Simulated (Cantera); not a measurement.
Input (Python, Cantera) and output of one run.

```python
import numpy as np
import cantera as ct

gas_names = """
    H HNO HNO2 HNO3 HO2 H2 H2O H2O2 N NH NH2 NH3 NH2OH NO NO2 NO3 N2 N2H2 N2H4 N2O O OH O2 O3 V VN VO
    VO2
""".split()
cond_names = """
    H2O(s) H2O(L) V(cr) V(L) VN(s) VO(s) VO(L) V2O3(s) V2O3(L) V2O4(I) V2O4(II) V2O4(L) V2O5(s) V2O5(L)
""".split()


def load(file, names, dense=False):
    # The tables refer to 1 bar. Condensed volumes are neglected.
    table = {s.name: s for s in ct.Species.list_from_file(file)}
    out = []
    for n in names:
        d = dict(table[n].input_data)
        d["thermo"] = dict(d["thermo"], **{"reference-pressure": 1e5})
        if dense:
            d["equation-of-state"] = {"model": "constant-volume", "density": "1e6 g/cm^3"}
        out.append(ct.Species.from_dict(d))
    return out


gas = ct.Solution(thermo="ideal-gas", species=load("nasa_gas.yaml", gas_names))
cond = {s.name: ct.Solution(thermo="fixed-stoichiometry", species=[s], name=s.name)
        for s in load("nasa_condensed.yaml", cond_names, dense=True)}
atoms = {
    'V2O5': {'V': 2, 'O': 5},
    'H2': {'H': 2},
    'N2': {'N': 2},
}
top_T = {'VN(s)': 2300}  # K; cautious upper limits of use, not melting points


def equilibrate(T, P, feed):
    n = {}
    for name, mol in feed.items():
        for a, k in atoms[name].items():
            n[a] = n.get(a, 0.0) + k * mol
    gas.TPX = T, P, n
    mass = sum(n.values()) * gas.mean_molecular_weight
    gas.equilibrate("TP")
    valid = [c for c in cond.values() if c.min_temp <= T <= top_T.get(c.name, c.max_temp)]
    mix = ct.Mixture([(gas, mass / gas.mean_molecular_weight)] + [(c, 0.0) for c in valid])
    mix.T, mix.P = T, P
    mix.equilibrate("TP", solver="vcs", rtol=1e-11, max_steps=5000)
    return mix


results = []
feed = {'V2O5': 1, 'H2': 0.32, 'N2': 0.45}  # mol
T = 1323  # K
P = 133.322  # Pa
mix = equilibrate(T, P, feed)
results.append((T, P, feed, dict(zip(mix.species_names, mix.species_moles))))
print(gas.report(threshold=1e-05))
for i in range(1, mix.n_phases):
    print(f"{mix.phase(i).name:16s} {mix.phase_moles(i):12.5e} mol")
```

It prints:

```
       temperature   1323 K
          pressure   133.32 Pa
           density   0.00031938 kg/m^3
  mean mol. weight   26.351 kg/kmol
   phase of matter   gas

                          1 kg             1 kmol
                     ---------------   ---------------
          enthalpy        -1.312e+06       -3.4572e+07  J
   internal energy       -1.7294e+06       -4.5572e+07  J
           entropy             11713        3.0865e+05  J/K
    Gibbs function       -1.6809e+07       -4.4292e+08  J
 heat capacity c_p            1440.1             37949  J/K
 heat capacity c_v            1124.6             29635  J/K

                      mass frac. Y      mole frac. X     chem. pot. / RT
                     ---------------   ---------------   ---------------
               H2O           0.19704           0.28821           -55.659
                NO        0.00045208        0.00039701           -34.173
                N2           0.43077           0.40519           -33.158
                OH        8.5927e-05        0.00013314           -36.627
                O2           0.37165           0.30606           -35.188
     [  +23 minor]        4.7017e-06        6.7002e-06

V(cr)             0.00000e+00 mol
VN(s)             0.00000e+00 mol
VO(s)             0.00000e+00 mol
V2O3(s)           0.00000e+00 mol
V2O4(II)          1.00000e+00 mol
V2O5(L)           0.00000e+00 mol
```

These are equilibrium values from Cantera (NASA tables, ideal gas, pure condensed phases), not measurements of a reactor. Condensed phases not in the tables: the oxides between V2O3 and V2O5 other than VO2.
